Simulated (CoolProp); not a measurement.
Values from CoolProp's reference Helmholtz-energy equation of state, Thol 2014.

### Question
For diethyl ether, give the phase and the density (kg/m³), cp (kJ/(kg K)) at 195.95 °C and 46.7 bar.

### Answer
- 195.95 °C and 46.7 bar: supercritical; density 411, cp 4.13
